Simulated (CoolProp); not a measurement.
Vapour-liquid equilibrium of p-xylene (1) + n-decane (2) at 0.594 MPa; x and y are mole fractions of (1).

The numbers come from the multi-fluid Helmholtz-energy mixture model, Zhou 2012 and Lemmon 2006; pair parameters Bell 2016 in CoolProp.

Problem. Give the bubble temperature and the first vapour's composition at x = 0.15, 0.25, 0.55. Is there an azeotrope?

Solution. x = 0.15: 525.0 K, y = 0.231; x = 0.25: 520.3 K, y = 0.364; x = 0.55: 507.8 K, y = 0.681. No azeotrope shows between x = 0.05 and 0.95.

Pair parameters are fitted to limited data, so mixtures are less certain than the pure fluids.
